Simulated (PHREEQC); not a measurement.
Make-up at 65 °C and 500 atm: 0.082 mol H2SO4 and 0.27 mol LiCl per kg of water. Closed to the air; pH follows from the charge balance.

The numbers come from PHREEQC with the ion-association model, phreeqc.dat.

Q: The ionic strength comes out as 0.382 mol/kgw. What activity coefficients do H+, LiSO4-, Cl-, Li+, SO4-2 get?

A: H+ 0.77, LiSO4- 0.69, Cl- 0.66, Li+ 0.71, SO4-2 0.21.

No solid was allowed to form. Under pressure, the constants of complexes without a molar volume in the database are unreliable. At this temperature some constants are extrapolated from 25 °C, and those without enthalpy data are left unchanged.
